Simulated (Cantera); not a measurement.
## Pyrogenic steam for wet oxidation

A perfectly stirred reactor is fed with H2 : O2 : N2 = 0.74 : 0.6 : 4.4 (molar parts), equivalence ratio 0.62, at 53000 Pa; it is held at 1275 K, and followed from long to short residence time.

Detailed kinetics in Cantera: GRI-Mech 3.0 (53 species, 325 reactions). The temperature is held fixed by assumption; the heat of reaction is taken as removed at once.

```tsv
τ (s)	x H2	x O2	x H2O2	x H	x NO
2.0	6.40e-5	0.0428	2.00e-7	3.03e-6	7.84e-7
0.73	0.000125	0.0428	3.21e-7	8.35e-6	6.07e-7
0.27	0.000243	0.0428	4.96e-7	2.27e-5	5.01e-7
0.10	0.000465	0.0429	7.40e-7	6.11e-5	5.03e-7
0.037	0.000880	0.0430	1.06e-6	0.000164	6.55e-7
0.013	0.00169	0.0433	1.47e-6	0.000458	1.06e-6
0.0050	0.00303	0.0437	1.86e-6	0.00115	1.76e-6
0.0018	0.00551	0.0448	2.22e-6	0.00294	2.95e-6
0.00067	0.00951	0.0467	2.42e-6	0.00683	4.39e-6
```
x: mole fraction; the columns are a selection and need not sum to one.
